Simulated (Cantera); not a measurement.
A freely propagating, adiabatic, planar premixed flame of H2 : O2 : N2 : H2O = 1 : 0.455 : 1.71 : 0.043 (molar parts), unburnt at 325 K and 0.140 bar; mixture-averaged transport, grid criteria slope 0.08 and curve 0.16, no radiation.

Model: the H2/O2 subset of GRI-Mech 3.0, which has no nitrogen chemistry, integrated in Cantera. Burning velocities carry a grid error of a few per cent, more on coarse grids.

x: mole fraction of selected species; z is measured from the peak of heat release.

| z (mm) | T (K) | u (m/s) | x H2 | x O2 | x H2O2 | x H | x H2O | x O |
|---|---|---|---|---|---|---|---|---|
| -14.6 | 325 | 2.37 | 0.312 | 0.142 | <1e-8 | <1e-8 | 0.0134 | <1e-8 |
| -9.75 | 325 | 2.37 | 0.312 | 0.142 | <1e-8 | <1e-8 | 0.0134 | <1e-8 |
| -7.31 | 325 | 2.37 | 0.312 | 0.142 | <1e-8 | <1e-8 | 0.0134 | <1e-8 |
| -4.88 | 325 | 2.37 | 0.312 | 0.142 | <1e-8 | <1e-8 | 0.0134 | <1e-8 |
| -2.44 | 327 | 2.38 | 0.311 | 0.142 | [?] | 6.75e-7 | 0.0134 | 1.53e-7 |
| -1.22 | 533 | 3.79 | 0.283 | 0.139 | [?] | 0.00402 | 0.0275 | 8.54e-5 |
| 0 | 1016 | 6.98 | 0.166 | 0.100 | [?] | 0.0464 | 0.117 | 0.00427 |
| 1.22 | 1316 | 8.94 | 0.0661 | 0.0372 | [?] | 0.0783 | 0.230 | 0.0103 |
| 2.44 | 1442 | 9.73 | 0.0536 | 0.0255 | [?] | 0.0743 | 0.252 | 0.0107 |
| 4.88 | 1577 | 10.5 | 0.0550 | 0.0219 | [?] | 0.0618 | 0.260 | 0.0101 |
| 9.75 | 1724 | 11.4 | 0.0560 | 0.0187 | [?] | 0.0481 | 0.269 | 0.00866 |
| 19.5 | 1874 | 12.3 | 0.0550 | 0.0152 | [?] | 0.0352 | 0.280 | 0.00677 |
| 39.0 | 2014 | 13.0 | 0.0520 | 0.0116 | [?] | 0.0243 | 0.293 | 0.00477 |

**Question.** Complete the blanks.

**Answer.** 
- -2.44, x H2O2: 5.35e-7
- -1.22, x H2O2: 4.15e-5
- 0, x H2O2: 6.69e-7
- 1.22, x H2O2: 8.86e-7
- 2.44, x H2O2: 7.55e-7
- 4.88, x H2O2: 4.85e-7
- 9.75, x H2O2: 2.55e-7
- 19.5, x H2O2: 1.31e-7
- 39.0, x H2O2: 7.31e-8
